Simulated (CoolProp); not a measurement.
Vapour-liquid equilibrium of dimethyl ether (1) + R236EA (2) at 1.1 MPa; x and y are mole fractions of (1).

Values from CoolProp's multi-fluid Helmholtz-energy mixture model, Wu 2011 and Rui 2013; pair parameters Bell 2016.

Problem. Give the bubble temperature and the first vapour's composition at x = 0.2, 0.65, 0.95. Is there an azeotrope?

Solution. x = 0.2: 82.7 °C, y = 0.227; x = 0.65: 67.9 °C, y = 0.807; x = 0.95: 50.7 °C, y = 0.990. No azeotrope shows between x = 0.05 and 0.95.

Pair parameters are fitted to limited data, so mixtures are less certain than the pure fluids.
